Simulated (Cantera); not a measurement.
# BN + H2O + HF (nitride etching)

Charge: 1 mol BN, 0.47 mol H2O, 5.5 mol HF, at 43.0 Pa.

These are equilibrium values from Cantera (NASA tables, ideal gas, pure condensed phases), not measurements of a reactor. Candidate condensed phases: B, BN, B2O3, B3O3H3, H2O; 62 gas species. The tables' values for BF2 are old estimates; treat these amounts as uncertain. The numbers say what is thermodynamically allowed, not how fast it happens.

```tsv
T (K)	x HF	x H2	x BF3	x N2	x H2O	x BOF	x H
950	0.421	0.251	0.166	0.0837	0.0775	0.000356	1.34e-8
1000	0.424	0.251	0.164	0.0836	0.0753	0.00148	5.48e-8
1050	0.432	0.250	0.159	0.0832	0.0703	0.00493	1.95e-7
1100	0.445	0.248	0.149	0.0826	0.0612	0.0129	6.21e-7
1150	0.464	0.244	0.135	0.0815	0.0480	0.0256	1.78e-6
1200	0.485	0.241	0.119	0.0803	0.0334	0.0400	4.67e-6
1250	0.503	0.238	0.106	0.0793	0.0208	0.0523	1.14e-5
1300	0.517	0.236	0.0956	0.0786	0.0119	0.0611	2.59e-5
1350	0.525	0.234	0.0895	0.0782	0.00639	0.0665	5.56e-5
1400	0.529	0.234	0.0860	0.0779	0.00336	0.0696	0.000113
1450	0.532	0.233	0.0842	0.0778	0.00177	0.0712	0.000220
1500	0.533	0.233	0.0831	0.0777	0.000957	0.0720	0.000410
1550	0.534	0.232	0.0824	0.0776	0.000532	0.0724	0.000732
1600	0.534	0.232	0.0818	0.0776	0.000306	0.0726	0.00126
```
x: gas mole fraction; nothing condenses.

From 950 K to 1600 K nothing is condensed. The main B-bearing gas is BF3 throughout.
